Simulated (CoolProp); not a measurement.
The numbers come from the reference Helmholtz-energy equation of state, Lemmon 2006 in CoolProp. It is a short technical equation, of lower accuracy than the large ones.

Give the vapour pressure (MPa), liquid density (kg/m³), vapour density (kg/m³), enthalpy of vaporisation (kJ/kg) of saturated C3F8 (R218) at -56.25, -46.45, -7.45 °C.


| T (°C) | p (MPa) | liquid density (kg/m³) | vapour density (kg/m³) | enthalpy of vaporisation (kJ/kg) |
|---|---|---|---|---|
| -56.25 | 0.0382 | 1690 | 4.10 | 112 |
| -46.45 | 0.0640 | 1650 | 6.65 | 109 |
| -7.45 | 0.323 | 1490 | 31.1 | 93.3 |
